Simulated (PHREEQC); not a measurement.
Dissolve 0.013 mol/kgw NaHCO3, 0.018 mol/kgw NaOH and 5.17e-05 mol/kgw NaCl at 20 °C. Closed to the air; pH follows from the charge balance.

Computed with PHREEQC (ion-association model, wateq4f.dat).

Task: The ionic strength comes out as 0.0394 mol/kgw. What activity coefficients do Cl-, NaCO3-, HCO3-, CO3-2, Na+ get?

Result: Cl- 0.83, NaCO3- 0.84, HCO3- 0.84, CO3-2 0.50, Na+ 0.84.

No solid was allowed to form.
